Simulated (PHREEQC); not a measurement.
Consider water at 60 °C with 0.006 mol/kgw ZnSO4 and 0.13 mol/kgw MgCl2. Closed to the air; pH follows from the charge balance.

Equilibrium calculation in PHREEQC: ion-association model, phreeqc.dat.

```json
[
 {"quantity": "pH", "before": "5.43", "after": "5.40"},
 {"quantity": "MgSO4 (mol/kgw)", "before": "0.00461", "after": "0.00530"},
 {"quantity": "SO4-2 (mol/kgw)", "before": "0.00133", "after": "0.000700"},
 {"quantity": "MgOH+ (mol/kgw)", "before": "7.99e-7", "after": "5.04e-6"}
]
```

Problem. Name the change that produced these shifts.
(A) ZnSO4 from 0.006 to 0.0012 mol/kgw
(B) ZnSO4 replaced by MgSO4 at the same molality
(C) temperature from 60 to 20 °C
(D) MgCl2 from 0.13 to 0.65 mol/kgw
(E) MgCl2 from 0.13 to 0.026 mol/kgw

Solution. D, MgCl2 from 0.13 to 0.65 mol/kgw

No solid was allowed to form. The ionic strength passes 0.7 mol/kgw, the rough limit of the ion-association models, in after. Constants without temperature data keep their 25 °C values here.
